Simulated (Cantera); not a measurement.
A closed system holds: 1 mol Cr2O3, 4 mol H2, 4.6 mol H2O, equilibrated at 1073.15 K and 0.0140 bar.

Method: chemical equilibrium by Gibbs-energy minimisation in Cantera with the NASA 1993 tables (ideal gas, pure condensed phases). Candidate condensed phases: Cr, Cr2O3, H2O; 13 gas species. Kinetics and transport are ignored.

Base state: H2O 0.535, H2 0.465 (mole fractions); condensed: Cr2O3(s).

What changes in the equilibrium state with this change: temperature from 1073.15 K to 1923 K?


```tsv
species	before	after
H2O	0.535	0.533
H2	0.465	0.461
H	8.10e-8	0.00541
Cr	<1e-9	3.09e-5
OH	<1e-9	0.000538
CrO	<1e-9	2.20e-5
Cr2O3(s), mol	1.00	1.000
```
